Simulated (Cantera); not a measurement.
## Stirred combustor or abatement burner

A perfectly stirred reactor is fed with CH₄ : H₂ : O₂ : N₂ : CO₂ = 1 : 0.21 : 1.4 : 9.12 : 0.77 (molar parts), equivalence ratio 1.5, at 8.90 bar; it is adiabatic with a 475 K inlet, and is followed from long to short residence time, starting on the burning branch (τ in s: 0.14, 0.053, 0.02, 0.0078, 0.003, 0.0011, 0.00044, 0.00017, 6.4e-05, 2.4e-05, 9.3e-06, 3.6e-06).

Model: GRI-Mech 3.0 (53 species, 325 reactions), integrated in Cantera.

```csv
τ (s),T (K),x CH₄,x H₂,x O₂,x CO,x HO₂,x NO
0.14,1560,0.00988,0.0217,0.00182,0.0392,6.00e-7,9.99e-9
0.053,1545,0.0107,0.0219,0.00342,0.0389,1.52e-6,1.12e-8
0.020,1515,0.0120,0.0228,0.00641,0.0388,4.13e-6,1.23e-8
0.0078,1442,0.0154,0.0240,0.0139,0.0373,1.38e-5,1.06e-8
0.0030,475,0.0800,0.0168,0.112,<1e-12,<1e-12,<1e-12
0.0011,475,0.0800,0.0168,0.112,<1e-12,<1e-12,<1e-12
0.00044,475,0.0800,0.0168,0.112,<1e-12,<1e-12,<1e-12
0.00017,475,0.0800,0.0168,0.112,<1e-12,<1e-12,<1e-12
6.4e-5,475,0.0800,0.0168,0.112,<1e-12,<1e-12,<1e-12
2.4e-5,475,0.0800,0.0168,0.112,<1e-12,<1e-12,<1e-12
9.3e-6,475,0.0800,0.0168,0.112,<1e-12,<1e-12,<1e-12
3.6e-6,475,0.0800,0.0168,0.112,<1e-12,<1e-12,<1e-12
```
x: mole fraction; the columns are a selection and need not sum to one.
